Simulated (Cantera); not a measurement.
# Low-pressure radical oxidation in H2/O2

An isothermal, constant-pressure homogeneous reactor starts with 32.7 % H2, 66.8 % O2, 0.527 % H2O, equivalence ratio 0.24, at 1025 K and 10.00 Torr.

Detailed kinetics in Cantera: the H2/O2 subset of GRI-Mech 3.0, which has no nitrogen chemistry. Radical loss at walls, strong at low pressure, is not modelled. The temperature is held fixed by assumption; the heat of reaction is taken as removed at once.

| t (s) | x H2 | x O2 | x H2O | x OH | x HO2 | x H2O2 |
|---|---|---|---|---|---|---|
| 0.000100 | 0.327 | 0.668 | 0.00527 | 4.38e-11 | 4.15e-10 | <1e-12 |
| 0.000524 | 0.327 | 0.668 | 0.00527 | 1.85e-9 | 2.33e-9 | 2.65e-12 |
| 0.00275 | 0.247 | 0.631 | 0.0623 | 0.00439 | 8.25e-6 | 2.37e-7 |
| 0.0144 | 0.00382 | 0.596 | 0.385 | 0.00277 | 1.90e-5 | 9.14e-7 |
| 0.0756 | 6.39e-5 | 0.602 | 0.397 | 0.000297 | 2.77e-6 | 4.05e-7 |
| 0.397 | 2.51e-6 | 0.603 | 0.397 | 6.99e-5 | 2.09e-7 | 8.58e-8 |
| 2.08 | 2.39e-7 | 0.603 | 0.397 | 2.37e-5 | 2.64e-8 | 1.93e-8 |
| 10.9 | 3.44e-8 | 0.603 | 0.397 | 9.33e-6 | 4.57e-9 | 4.26e-9 |
| 57.2 | 5.86e-9 | 0.603 | 0.397 | 3.90e-6 | 1.49e-9 | 8.94e-10 |
| 300 | 1.27e-9 | 0.603 | 0.397 | 1.81e-6 | 1.71e-9 | 2.13e-10 |
x: mole fraction; the columns are a selection and need not sum to one.

Equilibrium at this temperature and pressure: H2 8.07e-10, O2 0.603, H2O 0.397, OH 1.42e-6, HO2 2.05e-9, H2O2 1.37e-10 (gas phase only).
